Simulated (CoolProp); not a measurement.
R1234ze(E) along the isotherm 43.45 °C: fugacity coefficient from the reference equation and from simpler models built on Tc = 109.4 °C, pc = 3.635 MPa, ω = 0.313; each cubic takes its own stable root.

The numbers come from the reference Helmholtz-energy equation of state, Thol 2016 in CoolProp.

```csv
p (MPa),phase,reference
0.0172,gas,0.9968
0.0253,gas,0.9953
0.0371,gas,0.9931
0.0545,gas,0.9899
0.08,gas,0.9851
0.117,gas,0.9783
0.172,gas,0.9681
0.253,gas,0.9531
0.371,gas,0.9313
0.545,gas,0.8992
0.8,gas,0.8520
1.17,liquid,0.6148
1.72,liquid,0.4273
2.53,liquid,0.2999
3.71,liquid,0.2141
5.45,liquid,0.1558
```

Task: How far does each simpler model (van der Waals, Redlich-Kwong, Soave-Redlich-Kwong, Peng-Robinson) lie from the reference over these 16 states: mean and median of the absolute difference, and the worst?

Result: 
- van der Waals: mean 24.3 %, median 1.9 %, worst +93.2 % at 43.45 °C and 5.45 MPa
- Redlich-Kwong: mean 10.2 %, median 0.9 %, worst +33.6 % at 43.45 °C and 5.45 MPa
- Soave-Redlich-Kwong: mean 1.3 %, median 0.4 %, worst +4.7 % at 43.45 °C and 5.45 MPa
- Peng-Robinson: mean 0.1 %, median 0.0 %, worst +0.3 % at 43.45 °C and 1.72 MPa

At some of these states van der Waals gives the other phase, because its saturation line lies elsewhere.
